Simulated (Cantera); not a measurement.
Input (Python, Cantera) and output of one run.

```python
import numpy as np
import cantera as ct

gas_names = """
    C CH CH2 CH3 CH2OH CH3O CH4 CH3OH CN CO CO2 COOH C2 C2H CHCO,ketyl C2H2,acetylene C2H2,vinylidene
    CH2CO,ketene C2H3,vinyl CH3CN CH3CO,acetyl C2H4 C2H4O,ethylen CH3CHO,ethanal CH3COOH (HCOOH)2 C2H5
    C2H6 CH3OCH3 C2H5OH CCN CNC C2N2 C2O C3 C3H3,propargyl C3H4,allene C3H4,propyne C3H4,cyclo-
    C3H5,allyl C3H6,propylene C3H6,cyclo- C3H6O C3H7,n-propyl C3H7,i-propyl C3H8 C3H8O,1propanol
    C3H8O,2propanol C3O2 C4 C4H2 C4H4,1,3-cyclo- C4H6,butadiene C4H6,2-butyne C4H6,cyclo- C4H8,1-butene
    C4H8,cis2-buten C4H8,tr2-butene C4H8,isobutene C4H8,cyclo- (CH3COOH)2 C4H9,n-butyl C4H9,i-butyl
    C4H9,s-butyl C4H9,t-butyl C4H10,isobutane C4H10,n-butane C4N2 C5 C5H6,1,3cyclo- C5H8,cyclo-
    C5H10,1-pentene C5H10,cyclo- C5H11,pentyl C5H11,t-pentyl C5H12,n-pentane C5H12,i-pentane
    CH3C(CH3)2CH3 C6H2 C6H5,phenyl C6H5O,phenoxy C6H6 C6H5OH,phenol C6H10,cyclo- C6H12,1-hexene
    C6H12,cyclo- C6H13,n-hexyl C7H7,benzyl C7H8 C7H8O,cresol C7H14,1-heptene C7H15,n-heptyl
    C7H16,n-heptane C8H8,styrene C8H10,ethylbenz C8H16,1-octene C8H17,n-octyl C8H18,isooctane
    C8H18,n-octane C9H19,n-nonyl C10H8,naphthale C10H21,n-decyl C12H9,o-bipheny C12H10,bipheny H HCN HCO
    HCCN HNC HNCO HNO HNO2 HNO3 HO2 H2 HCHO,formaldehy HCOOH H2O H2O2 N NCO NH NH2 NH3 NH2OH NO NO2 NO3
    N2 N2H2 N2H4 N2O O OH O2 O3 Si SiC SiC2 SiC4H12 SiH SiH2 SiH3 SiH4 SiN SiO SiO2 Si2 Si2C Si2N Si3
""".split()
cond_names = """
    C(gr) C6H6(L) C7H8(L) C8H18(L),n-octa H2O(s) H2O(L) Si(cr) Si(L) SiC(b) SiO2(Lqz) SiO2(hqz) SiO2(L)
    Si2N2O(s) Si3N4(a)
""".split()


def load(file, names, dense=False):
    # The tables refer to 1 bar. Condensed volumes are neglected.
    table = {s.name: s for s in ct.Species.list_from_file(file)}
    out = []
    for n in names:
        d = dict(table[n].input_data)
        d["thermo"] = dict(d["thermo"], **{"reference-pressure": 1e5})
        if dense:
            d["equation-of-state"] = {"model": "constant-volume", "density": "1e6 g/cm^3"}
        out.append(ct.Species.from_dict(d))
    return out


gas = ct.Solution(thermo="ideal-gas", species=load("nasa_gas.yaml", gas_names))
cond = {s.name: ct.Solution(thermo="fixed-stoichiometry", species=[s], name=s.name)
        for s in load("nasa_condensed.yaml", cond_names, dense=True)}
atoms = {
    'HMDSO': {'Si': 2, 'C': 6, 'H': 18, 'O': 1},
    'N2O': {'N': 2, 'O': 1},
    'N2': {'N': 2},
}
top_T = {'C(gr)': 4500, 'SiC(b)': 3050, 'Si2N2O(s)': 2100, 'Si3N4(a)': 2400}  # K; cautious upper limits of use, not melting points


def equilibrate(T, P, feed):
    n = {}
    for name, mol in feed.items():
        for a, k in atoms[name].items():
            n[a] = n.get(a, 0.0) + k * mol
    gas.TPX = T, P, n
    mass = sum(n.values()) * gas.mean_molecular_weight
    gas.equilibrate("TP")
    valid = [c for c in cond.values() if c.min_temp <= T <= top_T.get(c.name, c.max_temp)]
    mix = ct.Mixture([(gas, mass / gas.mean_molecular_weight)] + [(c, 0.0) for c in valid])
    mix.T, mix.P = T, P
    mix.equilibrate("TP", solver="vcs", rtol=1e-11, max_steps=5000)
    return mix


results = []
T = 1023.15  # K
P = 130  # Pa
for m in [0.14, 0.21, 0.32, 0.49, 0.76, 1.2, 1.8, 2.8]:
    feed = {'HMDSO': 1, 'N2O': m, 'N2': 5.9}  # mol
    mix = equilibrate(T, P, feed)
    results.append((T, P, feed, dict(zip(mix.species_names, mix.species_moles))))

top = {s: max(r[3][s] / sum(r[3][g] for g in gas_names) for r in results) for s in gas_names}
cols = sorted((s for s in top if top[s] > 1e-05), key=lambda s: -top[s])[:6]
seen = [c for c in cond_names if any(r[3].get(c, 0) > 1e-12 for r in results)]
print("log10 of partial pressures in bar; condensed amounts in mol")
print(f"{'n(N2O)':>10s}" + "".join(f"{s[:9]:>10s}" for s in cols + seen))
for T, P, feed, n in results:
    ng = sum(n[g] for g in gas_names)
    print(f"{feed['N2O']:10.4g}" + "".join(f"{np.log10(max(n[s] / ng * P / 1e5, 1e-99)):10.3f}" for s in cols)
          + "".join(f"{n.get(c, 0):10.4g}" for c in seen))
```

Output:

```
log10 of partial pressures in bar; condensed amounts in mol
    n(N2O)        H2        N2        CO       CH4     C(gr) SiO2(hqz) Si2N2O(s)
      0.14    -3.084    -3.335    -4.892    -7.293     5.859         0         1
      0.21    -3.088    -3.334    -4.720    -7.301     5.789         0         1
      0.32    -3.094    -3.331    -4.544    -7.314     5.679         0         1
      0.49    -3.104    -3.327    -4.369    -7.334      5.51         0         1
      0.76    -3.116    -3.313    -4.316    -7.358     5.431    0.1277    0.9361
       1.2    -3.133    -3.288    -4.308    -7.392     5.397    0.3984    0.8008
       1.8    -3.155    -3.259    -4.298    -7.436     5.352     0.768     0.616
       2.8    -3.190    -3.220    -4.285    -7.505     5.277     1.385    0.3077
```

These are equilibrium values from Cantera (NASA tables, ideal gas, pure condensed phases), not measurements of a reactor. The feed counts by its element totals alone. Mutual solubility and eutectic melting of coexisting phases are not modelled.
